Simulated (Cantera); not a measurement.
Charge: 1 mol TiC, 0.019 mol C, 0.24 mol H₂, equilibrated at 1700 K and 6.60 bar.

Equilibrium computed with Cantera from the NASA thermochemical tables; the gas is ideal and each condensed phase is pure. Candidate condensed phases: C, C₆H₆, C₇H₈, C₈H₁₈, Ti, TiC; 77 gas species. TiC: taken at fixed stoichiometry. The numbers say what is thermodynamically allowed, not how fast it happens.

Base state: H₂ 0.993, CH₄ 0.00712, C₂H₂ (acetylene) 7.29e-5, H 5.71e-5, C₂H₄ 2.33e-5 (mole fractions); condensed: C(graphite) + TiC(s).

Problem. What changes in the equilibrium state with this change: pressure from 6.60 bar to 0.133 bar?

Solution. 
| species | before | after |
|---|---|---|
| H₂ | 0.993 | 0.999 |
| H | 5.71e-5 | 0.000403 |
| CH₄ | 0.00712 | 0.000146 |
| C₂H₄ | 2.33e-5 | 4.76e-7 |
| C₂H₂ (acetylene) | 7.29e-5 | 7.34e-5 |
| C(graphite), mol | 0.0173 | 0.0189 |
| TiC(s), mol | 1.00 | 1.00 |
